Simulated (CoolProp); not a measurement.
Vapour-liquid equilibrium of cyclohexane (1) + p-xylene (2) at 0.52 MPa; x and y are mole fractions of (1).

The numbers come from the multi-fluid Helmholtz-energy mixture model, Zhou 2014 and Zhou 2012; pair parameters Bell 2016 in CoolProp.

```csv
x,bubble temperature (°C),y at the bubble point,dew temperature at overall composition x (°C),liquid density (mol/L)
0.05,205.8,0.141,210.0,6.423
0.125,197.3,0.312,206.5,6.550
0.2,189.8,0.445,202.9,6.667
0.275,183.4,0.550,199.2,6.777
0.35,177.8,0.633,195.2,6.879
0.425,172.8,0.702,191.0,6.977
0.5,168.4,0.758,186.5,7.072
0.575,164.4,0.807,181.7,7.164
0.65,160.8,0.849,176.6,7.256
0.725,157.5,0.886,171.0,7.347
0.8,154.4,0.920,165.0,7.439
0.875,151.5,0.951,158.5,7.532
0.95,148.7,0.981,151.6,7.627
```

No azeotrope shows between x = 0.05 and 0.95.

The pair parameters rest on a limited set of measurements; away from them the model extrapolates.
